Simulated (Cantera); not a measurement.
Input: 1 mol SiF4, a varied amount of C3H8, 67 mol H2, held at 1300 K and 0.620 bar.

Cantera equilibrium calculation (NASA polynomials, part measured and part estimated; ideal gas, pure solids and liquids). Candidate condensed phases: C, C6H6, C7H8, C8H18, Si, SiC; 113 gas species. Rates play no part.

### Question
Which condensed phases are stable at each of these points (n(C3H8) (mol)): 0.073, 0.085, 0.099, 0.11, 0.13, 0.15, 0.18, 0.21, 0.24, 0.28, 0.33, 0.38?

### Answer
| n(C3H8) (mol) | condensed phases | Si condensed (%) |
|---|---|---|
| 0.073 | gas only | 0.0 |
| 0.085 | gas only | 0.0 |
| 0.099 | gas only | 0.0 |
| 0.11 | C(graphite) | 0.0 |
| 0.13 | C(graphite) | 0.0 |
| 0.15 | C(graphite) | 0.0 |
| 0.18 | C(graphite) | 0.0 |
| 0.21 | C(graphite) | 0.0 |
| 0.24 | C(graphite) | 0.0 |
| 0.28 | C(graphite) | 0.0 |
| 0.33 | C(graphite) | 0.0 |
| 0.38 | C(graphite) | 0.0 |

From 0.073 mol C3H8 to 0.099 mol C3H8 nothing is condensed. From 0.11 mol C3H8 to 0.38 mol C3H8 the condensed part is C(graphite).
